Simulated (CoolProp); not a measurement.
Vapour-liquid equilibrium of ethylbenzene (1) + o-xylene (2) at 287.25 °C; x and y are mole fractions of (1).

Values from CoolProp's multi-fluid Helmholtz-energy mixture model, Zhou 2012 and Zhou 2012; pair parameters Bell 2016.

Question: Give the bubble pressure and the first vapour's composition at x = 0.05, 0.2, 0.8. Is there an azeotrope?

Answer: x = 0.05: 15.49 bar, y = 0.054; x = 0.2: 15.82 bar, y = 0.215; x = 0.8: 17.19 bar, y = 0.812. No azeotrope shows between x = 0.05 and 0.95.

Pair parameters are fitted to limited data, so mixtures are less certain than the pure fluids.
